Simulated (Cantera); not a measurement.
A closed system holds: 1 mol V2O3, 350 mol H2, 0.55 mol N2, equilibrated at 1750 K and 13.3 mbar.

Method: chemical equilibrium by Gibbs-energy minimisation in Cantera with the NASA 1993 tables (ideal gas, pure condensed phases). Candidate condensed phases: H2O, V, VN, VO, V2O3, V2O4, V2O5; 28 gas species. VO: taken at fixed stoichiometry. Equilibrium is a limit: real reactors are often held back by kinetics, nucleation or transport.

Base state: H2 0.994, H2O 0.00285, H 0.00201, N2 0.00157 (mole fractions); condensed: VO(s).

Q: What changes in the equilibrium state with this change: V2O3 replaced by Cu2O?

A: 
```
species      before    after
----------  -------  -------
H2            0.994    0.988
Cu                0  0.00566
H2O         0.00285  0.00283
N2          0.00157  0.00156
H           0.00201  0.00200
VO(s), mol     2.00        0
```
Further candidate phases: Cu, CuO, Cu(OH)2, Cu2O.

Q: What changes in the equilibrium state with this change: temperature from 1750 K to 1325 K?

A: 
```csv
species,before,after
H2,0.994,0.997
N2,0.00157,0.00157
H2O,0.00285,0.00121
H,0.00201,1.41e-5
"VO(s), mol",2.00,0.847
"V2O3(s), mol",0,0.577
```
Mutual solubility and eutectic melting of coexisting phases are not modelled. Condensed phases not in the tables: the oxides between V2O3 and V2O5 other than VO2.
